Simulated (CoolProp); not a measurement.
Vapour pressure (kPa) of carbon monoxide: the reference equation beside estimates from Tc = 132.9 K, pc = 3498 kPa, ω = 0.050. Clausius-Clapeyron is anchored at 92.4 K with a constant enthalpy of vaporisation of 5.553 kJ/mol.

The numbers come from the reference Helmholtz-energy equation of state, Lemmon 2006 in CoolProp. It is a short technical equation, of lower accuracy than the large ones.

```csv
T (K),reference,Lee-Kesler,Clausius-Clapeyron,van der Waals,Redlich-Kwong,Soave-Redlich-Kwong,Peng-Robinson
79.7,80.79,80.82,93.48,303.5,71.48,80.31,82.52
82.2,108.0,108.0,120.6,362.0,98.16,107.4,109.7
84.8,143.1,143.2,154.7,430.3,133.3,142.6,144.9
87.3,184.4,184.6,193.9,503.7,175.1,184.0,186.1
89.9,236.3,236.6,241.9,588.5,228.2,236.1,237.9
92.4,295.8,296.1,295.8,678.3,289.5,296.0,297.1
95,368.6,369.1,360.5,780.9,365.1,369.4,369.8
97.5,450.3,450.8,431.7,888.5,450.1,451.9,451.3
100.1,548.4,548.9,515.7,1010,552.6,551.3,549.4
102.6,656.6,657.0,606.8,1137,665.6,660.9,657.6
105.2,784.6,784.7,712.7,1279,799.3,790.9,785.9
107.7,923.7,923.3,825.9,1425,944.3,932.2,925.6
110.3,1086,1085,955.9,1588,1113,1097,1089
```

Absolute difference from the reference over all 13 rows, mean and median: Lee-Kesler 0.1 and 0.1 %, Clausius-Clapeyron 7.3 and 7.6 %, van der Waals 130.2 and 111.9 %, Redlich-Kwong 3.7 and 2.2 %, Soave-Redlich-Kwong 0.5 and 0.5 %, Peng-Robinson 0.7 and 0.3 %.
